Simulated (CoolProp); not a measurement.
The fluid at 278.4 K and 0.0193 MPa is throttled through a valve to 0.011 MPa with no heat exchange. The same conditions are run with several fluids, on thermodynamics alone (safety and materials aside).

Values from CoolProp's reference Helmholtz-energy equation of state of each fluid (R1233zd(E): Akasaka 2022; propane: Lemmon 2009; R245fa: Akasaka 2015; isobutene: Lemmon 2005; propylene: Lemmon 2013).

```json
[
 {"fluid": "R1233zd(E)", "temperature change (K)": "-0.3", "final density (kg/m³)": "0.624"},
 {"fluid": "propane", "temperature change (K)": "-0.2", "final density (kg/m³)": "0.210"},
 {"fluid": "R245fa", "temperature change (K)": "-0.3", "final density (kg/m³)": "0.641"},
 {"fluid": "isobutene", "temperature change (K)": "-0.3", "final density (kg/m³)": "0.268"},
 {"fluid": "propylene", "temperature change (K)": "-0.2", "final density (kg/m³)": "0.200"}
]
```
